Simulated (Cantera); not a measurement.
A Cantera script and what it prints.

```python
import numpy as np
import cantera as ct

gas_names = """
    Cu CuO Cu2 H HNO HNO2 HNO3 HO2 H2 H2O H2O2 N NH NH2 NH3 NH2OH NO NO2 NO3 N2 N2H2 N2H4 N2O O OH O2 O3
""".split()
cond_names = """
    Cu(cr) Cu(L) CuO(s) CuO2H2(s) Cu2O(s) Cu2O(L) H2O(s) H2O(L)
""".split()


# ... load() reads the species with a 1 bar reference pressure and builds the phases ...
atoms = {
    'Cu2O': {'Cu': 2, 'O': 1},
    'H2': {'H': 2},
    'N2': {'N': 2},
}
top_T = {'CuO(s)': 1390}  # K; cautious upper limits of use, not melting points


# ... equilibrate(T, P, feed) seeds the gas with the atoms and calls Mixture.equilibrate('TP', solver="vcs", rtol=1e-11, max_steps=5000) ...
results = []
feed = {'Cu2O': 1, 'H2': 0.52, 'N2': 1.7}  # mol
T = 700  # K
P = 21  # Pa
mix = equilibrate(T, P, feed)
results.append((T, P, feed, dict(zip(mix.species_names, mix.species_moles))))
x = sorted(zip(gas.X, gas.species_names), reverse=True)
print(f"T = {T:g} K  P = {P:g} Pa  gas = {mix.phase_moles(0):.4g} mol")
print("   x: " + "  ".join(f"{s} {v:.3e}" for v, s in x if v > 0.0001))
print("   condensed (mol): " + ("  ".join(f"{mix.phase(i).name} {mix.phase_moles(i):.4g}"
      for i in range(1, mix.n_phases) if mix.phase_moles(i) > 1e-12) or "none"))
```

It prints:

```
T = 700 K  P = 21 Pa  gas = 2.22 mol
   x: N2 7.658e-01  H2O 2.342e-01
   condensed (mol): Cu(cr) 1.04  Cu2O(s) 0.48
```

Method: chemical equilibrium by Gibbs-energy minimisation in Cantera with the NASA 1993 tables (ideal gas, pure condensed phases).
